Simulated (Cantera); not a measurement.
Cantera run, input and output.

```python
import numpy as np
import cantera as ct

gas = ct.Solution("gri30.yaml")
gas.TPX = 1200, 101325, {'C2H4': 1, 'O2': 2.5, 'N2': 27.5, 'H2O': 0.84}
reactor = ct.IdealGasConstPressureReactor(gas, energy="on", clone=False)
net = ct.ReactorNet([reactor])
net.rtol, net.atol = 1e-08, 1e-16
show = ['C2H4', 'O2', 'H2O', 'C2H', 'H2']
times = np.geomspace(4e-06, 0.5, 11)

steps = ct.SolutionArray(gas, extra=["t"])
rows = []
print(f"{'t/s':>10s}{'T/K':>9s}{'P/Pa':>11s}" + "".join(f"{s:>11s}" for s in show))
for t in times:
    while net.time < t:
        t_next = net.step()
        steps.append(gas.state, t=t_next)
    rows.append([np.interp(t, steps.t, y) for y in (steps.T, steps.P, *steps(*show).X.T)])
    print(f"{t:10.3e}{rows[-1][0]:9.1f}{rows[-1][1]:11.4g}" + "".join(f"{x:11.3e}" for x in rows[-1][2:]))
rate = np.gradient(steps.T, steps.t)
print("integrator steps:", len(steps.t))
if steps.T.max() > steps.T[0] + 200:
    print(f"time of steepest temperature rise: {steps.t[rate.argmax()]:.4e} s")
gas.TPX = 1200, 101325, {'C2H4': 1, 'O2': 2.5, 'N2': 27.5, 'H2O': 0.84}
gas.equilibrate("HP")
print(f"equilibrium (HP): T = {gas.T:.1f} K  " + "  ".join(f"{s} {gas[s].X[0]:.3e}" for s in show))
```

Result:

```
       t/s      T/K       P/Pa       C2H4         O2        H2O        C2H         H2
 4.000e-06   1200.0  1.013e+05  3.141e-02  7.852e-02  2.638e-02  2.978e-22  1.713e-09
 1.293e-05   1200.0  1.013e+05  3.141e-02  7.852e-02  2.638e-02  2.057e-21  5.543e-09
 4.183e-05   1200.0  1.013e+05  3.141e-02  7.852e-02  2.638e-02  2.152e-20  1.799e-08
 1.352e-04   1200.0  1.013e+05  3.141e-02  7.852e-02  2.638e-02  7.949e-19  6.028e-08
 4.373e-04   1200.1  1.013e+05  3.137e-02  7.848e-02  2.639e-02  7.353e-14  7.533e-06
 1.414e-03   1988.2  1.013e+05  7.413e-24  2.326e-03  7.305e-02  4.138e-22  1.075e-02
 4.573e-03   2056.4  1.013e+05  5.945e-24  3.351e-04  7.739e-02  3.466e-22  9.213e-03
 1.479e-02   2071.0  1.013e+05  1.396e-23  4.216e-05  7.841e-02  3.318e-22  8.996e-03
 4.782e-02   2073.0  1.013e+05  2.034e-23  1.875e-05  7.856e-02  3.284e-22  8.981e-03
 1.546e-01   2073.0  1.013e+05  2.054e-23  1.845e-05  7.856e-02  3.288e-22  8.983e-03
 5.000e-01   2072.9  1.013e+05  2.064e-23  1.840e-05  7.855e-02  3.298e-22  8.988e-03
integrator steps: 1933
time of steepest temperature rise: 6.0523e-04 s
equilibrium (HP): T = 2072.7 K  C2H4 2.283e-23  O2 1.833e-05  H2O 7.855e-02  C2H 3.631e-22  H2 8.996e-03
```

Model: GRI-Mech 3.0 (53 species, 325 reactions), integrated in Cantera. GRI-Mech 3.0 was tuned for natural gas; its chemistry of ethylene as a main component is partial and can be far from experiment.
